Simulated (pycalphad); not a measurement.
An equivalent pycalphad script:

```python
from pycalphad import Database, equilibrium, calculate, variables as v
import numpy as np
db = Database('COST507.tdb')
comps = ['AL', 'MN', 'MG', 'SI', 'VA']
phases = ['AL11MN4', 'AL12MN', 'AL4MN', 'AL6MN', 'AL8MN5_D810', 'ALMGMN_T', 'ALMG_BETA', 'ALMG_EPS', 'ALMG_GAMMA', 'ALMNSI_ALPHA', 'ALMNSI_BETA', 'ALMNSI_DELTA', 'BCC_A2', 'CBCC_A12', 'CUB_A13', 'DIAMOND_A4', 'FCC_A1', 'HCP_A3', 'LIQUID', 'MG2SI', 'MN11SI19', 'MN3SI', 'MN5SI3', 'MN6SI', 'MN9SI2', 'MNSI']
eq = equilibrium(db, comps, phases, {v.X('MN'): 0.002, v.X('MG'): 0.0241, v.X('SI'): 0.0021, v.T: np.arange(1650, 349, -50), v.P: 101325, v.N: 1}, output=['HM', 'SM'])
```

Source of the numbers: pycalphad with the COST 507 light-alloy database (1999); pressure 1 atm. No gas phase is included, though pure Mg would boil below 1377 °C. These are 1990s assessments: newer ones move some temperatures and phases. The system is extrapolated from its subsystems; higher-order compounds may be missing. Amounts are mole fractions of atoms. Diffusion is slow at the low end, where real alloys seldom reach equilibrium.

Results at three of the temperatures:

```
T = 1250.00 K, P = 101325 Pa, N = 1 mol of atoms
G = -63670 J/mol, H = 38578 J/mol, S = 81.80 J/(mol K)  (SER reference)
chemical potentials (J/mol): Al -62297, Mn -162364, Mg -107017, Si -107342
phase             fraction      x(Al)      x(Mn)      x(Mg)      x(Si)
LIQUID              1.0000     0.9718     0.0020     0.0241     0.0021
```

```
T = 650.00 K, P = 101325 Pa, N = 1 mol of atoms
G = -23136 J/mol, H = 9193 J/mol, S = 49.74 J/(mol K)  (SER reference)
chemical potentials (J/mol): Al -22488, Mn -114492, Mg -39684, Si -45955
phase             fraction      x(Al)      x(Mn)      x(Mg)      x(Si)
FCC_A1              0.9844     0.9786   0.000116     0.0213   7.15e-06
ALMNSI_ALPHA        0.0108     0.7786     0.1739       none     0.0475
MG2SI               0.0047       none       none     0.6667     0.3333
```

```
T = 550.00 K, P = 101325 Pa, N = 1 mol of atoms
G = -18396 J/mol, H = 6353 J/mol, S = 45.00 J/(mol K)  (SER reference)
chemical potentials (J/mol): Al -17811, Mn -114604, Mg -31183, Si -50470
phase             fraction      x(Al)      x(Mn)      x(Mg)      x(Si)
FCC_A1              0.9798     0.9797    1.1e-05     0.0203   9.09e-08
AL6MN               0.0139     0.8571     0.1429       none       none
MG2SI               0.0063       none       none     0.6667     0.3333
```

Changes of the phase set, refined by bisection:

```tsv
T (°C)	phases above	phases below
647.6	LIQUID	FCC_A1 + LIQUID
610.9	FCC_A1 + LIQUID	ALMNSI_ALPHA + FCC_A1 + LIQUID
604.2	ALMNSI_ALPHA + FCC_A1 + LIQUID	ALMNSI_ALPHA + FCC_A1
567.0	ALMNSI_ALPHA + FCC_A1	ALMNSI_ALPHA + FCC_A1 + MG2SI
368.3	ALMNSI_ALPHA + FCC_A1 + MG2SI	AL6MN + ALMNSI_ALPHA + FCC_A1 + MG2SI
361.6	AL6MN + ALMNSI_ALPHA + FCC_A1 + MG2SI	AL6MN + FCC_A1 + MG2SI
235.3	AL6MN + FCC_A1 + MG2SI	AL12MN + AL6MN + FCC_A1 + MG2SI
232.9	AL12MN + AL6MN + FCC_A1 + MG2SI	AL12MN + FCC_A1 + MG2SI
132.3	AL12MN + FCC_A1 + MG2SI	AL12MN + ALMG_BETA + FCC_A1 + MG2SI
```

Database names, with the compositions (at.%) that they take in these runs: ALMNSI_ALPHA: Al 72-78 Mn 17 Si 5-10; MG2SI: Mg 67 Si 33; AL6MN: Al 86 Mn 14; AL12MN: Al 92 Mn 8; ALMG_BETA: Al 61 Mg 39. FCC_A1 is fcc. An entry "none" or "no" means that the model of the phase leaves that element out.
